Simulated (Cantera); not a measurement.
Input (Python, Cantera) and output of one run.

```python
import numpy as np
import cantera as ct

gas_names = [...]  # 110 gases of nasa_gas.yaml made of C, H, O
cond_names = """
    C(gr) C6H6(L) C7H8(L) C8H18(L),n-octa H2O(s) H2O(L)
""".split()


# ... load() reads the species with a 1 bar reference pressure and builds the phases ...
atoms = {
    'C6H6': {'C': 6, 'H': 6},
    'CO2': {'C': 1, 'O': 2},
}
top_T = {'C(gr)': 4500}  # K; cautious upper limits of use, not melting points


# ... equilibrate(T, P, feed) seeds the gas with the atoms and calls Mixture.equilibrate('TP', solver="vcs", rtol=1e-11, max_steps=5000) ...
results = []
feed = {'C6H6': 1, 'CO2': 0.61}  # mol
P = 1000  # Pa
for T in [1923, 1948, 1973, 1998, 2023, 2048, 2073, 2098, 2123, 2148, 2173, 2198, 2223, 2248]:
    mix = equilibrate(T, P, feed)
    results.append((T, P, feed, dict(zip(mix.species_names, mix.species_moles))))
    x = sorted(zip(gas.X, gas.species_names), reverse=True)
    print(f"T = {T:g} K  P = {P:g} Pa  gas = {mix.phase_moles(0):.4g} mol")
    print("   x: " + "  ".join(f"{s} {v:.3e}" for v, s in x if v > 1e-05))
    print("   condensed (mol): " + ("  ".join(f"{mix.phase(i).name} {mix.phase_moles(i):.4g}"
          for i in range(1, mix.n_phases) if mix.phase_moles(i) > 1e-12) or "none"))
```

Output:

```
T = 1923 K  P = 1000 Pa  gas = 4.237 mol
   x: H2 7.038e-01  CO 2.880e-01  H 7.903e-03  C2H2,acetylene 3.177e-04
   condensed (mol): C(gr) 5.387
T = 1948 K  P = 1000 Pa  gas = 4.24 mol
   x: H2 7.024e-01  CO 2.877e-01  H 9.470e-03  C2H2,acetylene 3.786e-04
   condensed (mol): C(gr) 5.387
T = 1973 K  P = 1000 Pa  gas = 4.244 mol
   x: H2 7.008e-01  CO 2.875e-01  H 1.130e-02  C2H2,acetylene 4.489e-04
   condensed (mol): C(gr) 5.386
T = 1998 K  P = 1000 Pa  gas = 4.248 mol
   x: H2 6.989e-01  CO 2.872e-01  H 1.341e-02  C2H2,acetylene 5.298e-04
   condensed (mol): C(gr) 5.385
T = 2023 K  P = 1000 Pa  gas = 4.254 mol
   x: H2 6.967e-01  CO 2.868e-01  H 1.585e-02  C2H2,acetylene 6.224e-04
   condensed (mol): C(gr) 5.385
T = 2048 K  P = 1000 Pa  gas = 4.26 mol
   x: H2 6.942e-01  CO 2.864e-01  H 1.866e-02  C2H2,acetylene 7.278e-04
   condensed (mol): C(gr) 5.384
T = 2073 K  P = 1000 Pa  gas = 4.267 mol
   x: H2 6.913e-01  CO 2.859e-01  H 2.187e-02  C2H2,acetylene 8.473e-04
   condensed (mol): C(gr) 5.383
T = 2098 K  P = 1000 Pa  gas = 4.275 mol
   x: H2 6.881e-01  CO 2.854e-01  H 2.553e-02  C2H2,acetylene 9.821e-04
   condensed (mol): C(gr) 5.382
T = 2123 K  P = 1000 Pa  gas = 4.284 mol
   x: H2 6.844e-01  CO 2.848e-01  H 2.968e-02  C2H2,acetylene 1.133e-03
   condensed (mol): C(gr) 5.38
T = 2148 K  P = 1000 Pa  gas = 4.294 mol
   x: H2 6.802e-01  CO 2.841e-01  H 3.437e-02  C2H2,acetylene 1.303e-03
   condensed (mol): C(gr) 5.379
T = 2173 K  P = 1000 Pa  gas = 4.305 mol
   x: H2 6.755e-01  CO 2.834e-01  H 3.966e-02  C2H2,acetylene 1.491e-03
   condensed (mol): C(gr) 5.377
T = 2198 K  P = 1000 Pa  gas = 4.318 mol
   x: H2 6.702e-01  CO 2.825e-01  H 4.559e-02  C2H2,acetylene 1.699e-03
   condensed (mol): C(gr) 5.375
T = 2223 K  P = 1000 Pa  gas = 4.333 mol
   x: H2 6.643e-01  CO 2.816e-01  H 5.221e-02  C2H2,acetylene 1.928e-03
   condensed (mol): C(gr) 5.373
T = 2248 K  P = 1000 Pa  gas = 4.35 mol
   x: H2 6.577e-01  CO 2.805e-01  H 5.958e-02  C2H2,acetylene 2.179e-03
   condensed (mol): C(gr) 5.371
```

These are equilibrium values from Cantera (NASA tables, ideal gas, pure condensed phases), not measurements of a reactor.
